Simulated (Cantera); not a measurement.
Input: 1 mol SiHCl3, 0.013 mol CH4, 24 mol H2, equilibrated at 69000 Pa.

Equilibrium computed with Cantera from the NASA thermochemical tables; the gas is ideal and each condensed phase is pure. Candidate condensed phases: C, C6H6, C7H8, C8H18, Si, SiC; 109 gas species. Mutual solubility and eutectic melting of coexisting phases are not modelled. The tables' values for SiCl3, SiCl are old estimates; treat these amounts as uncertain. Gases not in the tables: Si2H6 and higher silanes. Equilibrium is a limit: real reactors are often held back by kinetics, nucleation or transport.

x: gas mole fraction; n: condensed amount in mol.

```tsv
T (K)	x H2	x HCl	x H	x SiCl2	x SiCl4	x SiHCl3	x Si	n Si(s)	n SiC(s)	n Si(l)
1200	0.943	0.0307	2.31e-7	0.00236	0.0115	0.00965	2.01e-12	0.316	0.0126	0
1300	0.930	0.0464	1.28e-6	0.00617	0.00719	0.00657	6.28e-11	0.384	0.0126	0
1400	0.918	0.0598	5.61e-6	0.0115	0.00324	0.00352	1.19e-9	0.425	0.0127	0
1500	0.911	0.0673	…	…	…	…	…	0.437	0.0127	0
1600	0.909	0.0701	6.24e-5	0.0186	0.000319	0.000597	1.41e-7	0.433	0.0127	0
1700	0.907	0.0711	0.000169	0.0200	9.79e-5	0.000242	9.83e-7	0	0.0128	0.430
1800	0.905	0.0747	0.000410	0.0191	3.33e-5	0.000101	4.60e-6	0	0.0127	0.468
1900	0.903	0.0776	0.000908	0.0180	1.24e-5	4.58e-5	1.83e-5	0	0.0127	0.501
2000	0.900	0.0800	…	0.0170	…	…	…	0	0.0125	0.528
2100	0.897	0.0819	0.00355	0.0160	2.22e-6	1.14e-5	0.000193	0	0.0120	0.546
2200	0.893	0.0834	0.00641	0.0150	1.04e-6	6.22e-6	0.000534	0	0.0103	0.552
2300	0.887	0.0843	0.0110	0.0141	5.12e-7	3.52e-6	0.00135	0	0.00522	0.537
2400	0.877	0.0846	0.0179	0.0131	2.63e-7	2.06e-6	0.00315	0	0	0.478
2500	0.862	0.0840	0.0281	0.0121	1.39e-7	1.23e-6	0.00688	0	0	0.342
```

Q: Fill in the missing entries.

A: 
- 2000, x H: 0.00186
- 2000, x SiCl4: 5.06e-6
- 2000, x SiHCl3: 2.22e-5
- 2000, x Si: 6.31e-5
- 1500, x H: 2.02e-5
- 1500, x SiCl2: 0.0160
- 1500, x SiCl4: 0.00108
- 1500, x SiHCl3: 0.00151
- 1500, x Si: 1.53e-8
